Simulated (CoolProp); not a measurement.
A Linde-Hampson liquefier for nitrogen: isothermal reversible compression at 230 K from 1 atm to 5 MPa, throttling to 1 atm, return gas leaving the recuperator 5 K below the feed. Each further row changes one setting.

Computed with CoolProp (reference Helmholtz-energy equation of state, Span 2000).

```tsv
case	liquid yield per pass	compression work (kJ/kg of gas)
as stated	0.037	262
high pressure 10 MPa	0.085	307
warm-end temperature 260 K	0.023	299
warm-end gap 10 K	0.022	262
```
